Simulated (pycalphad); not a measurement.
Phase fractions of Sn-3.66Si (at.%)

Computed with pycalphad from the COST 507 light-alloy database (1999), at 1 atm. The data set is of 1999 and partly superseded. Amounts are mole fractions of atoms.

```json
[
 {"T (K)": "1320", "LIQUID": "1.000", "DIAMOND_A4": "-"},
 {"T (K)": "1280", "LIQUID": "0.996", "DIAMOND_A4": "0.004"},
 {"T (K)": "1240", "LIQUID": "___", "DIAMOND_A4": "___"},
 {"T (K)": "1200", "LIQUID": "0.981", "DIAMOND_A4": "0.019"},
 {"T (K)": "1160", "LIQUID": "0.977", "DIAMOND_A4": "0.023"},
 {"T (K)": "1120", "LIQUID": "0.973", "DIAMOND_A4": "0.027"},
 {"T (K)": "1080", "LIQUID": "0.970", "DIAMOND_A4": "0.030"},
 {"T (K)": "1040", "LIQUID": "0.968", "DIAMOND_A4": "0.032"},
 {"T (K)": "1000", "LIQUID": "0.967", "DIAMOND_A4": "0.033"},
 {"T (K)": "960", "LIQUID": "___", "DIAMOND_A4": "___"},
 {"T (K)": "920", "LIQUID": "0.965", "DIAMOND_A4": "0.035"},
 {"T (K)": "880", "LIQUID": "0.964", "DIAMOND_A4": "0.036"},
 {"T (K)": "840", "LIQUID": "0.964", "DIAMOND_A4": "0.036"},
 {"T (K)": "800", "LIQUID": "0.964", "DIAMOND_A4": "0.036"},
 {"T (K)": "760", "LIQUID": "0.964", "DIAMOND_A4": "0.036"},
 {"T (K)": "720", "LIQUID": "0.963", "DIAMOND_A4": "0.037"},
 {"T (K)": "680", "LIQUID": "0.963", "DIAMOND_A4": "0.037"},
 {"T (K)": "640", "LIQUID": "0.963", "DIAMOND_A4": "0.037"},
 {"T (K)": "600", "LIQUID": "0.963", "DIAMOND_A4": "0.037"},
 {"T (K)": "560", "LIQUID": "0.963", "DIAMOND_A4": "0.037"},
 {"T (K)": "520", "LIQUID": "0.963", "DIAMOND_A4": "0.037"}
]
```

Question: Some entries are withheld; supply them.

Answer: 
- 1240, LIQUID: 0.988
- 1240, DIAMOND_A4: 0.012
- 960, LIQUID: 0.966
- 960, DIAMOND_A4: 0.034

DIAMOND_A4 is diamond (Si).
